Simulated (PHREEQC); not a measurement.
Synthetic water in mmol/kgw, 25 °C, pH 6.73, pe -0.1:

| constituent | mmol/kgw |
|---|---|
| Na | 0.169 |
| K | 0.0204 |
| Ca | 0.251 |
| Mg | 0.0257 |
| Cl | 0.139 |
| S(6) | 0.106 |
| Alkalinity (meq/kgw) | 0.402 |
| B | 7.59e-05 |

Valence states are taken as typed.

The numbers come from PHREEQC with the ion-association model, phreeqc.dat.

```
Property                       Result
--------------------  ---------------
ionic strength        0.00111 mol/kgw
charge-balance error           -0.7 %
```

```tsv
species	molality	activity	log γ
HCO3-	0.000401	0.000386	-0.016
Ca+2	0.000247	0.000213	-0.064
Na+	0.000169	0.000163	-0.016
CO2	0.000162	0.000162	0.000
Cl-	0.000139	0.000134	-0.016
SO4-2	0.000102	8.80e-5	-0.065
```

This is a speciation only: nothing precipitates in the calculation. Species that the database lacks are ignored.
